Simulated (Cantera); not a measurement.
An isothermal, constant-pressure homogeneous reactor starts with 1.38 % H₂, 98.6 % O₂, equivalence ratio 0.0070, at 1325 K and 0.00260 bar.

Detailed kinetics in Cantera: the H2/O2 subset of GRI-Mech 3.0, which has no nitrogen chemistry. Radical loss at walls, strong at low pressure, is not modelled.

One state of this run: x H₂ = 1.58e-7; x O₂ = 0.986; x OH = 7.01e-5; x H₂O₂ = 1.35e-10; x O = 2.30e-5; x H = 5.45e-8. x: mole fraction; the columns are a selection and need not sum to one.

Task: Which value of t (s) does it belong to?
(A) 0.173
(B) 3.42
(C) 300
(D) 0.00877

Result: C, 300
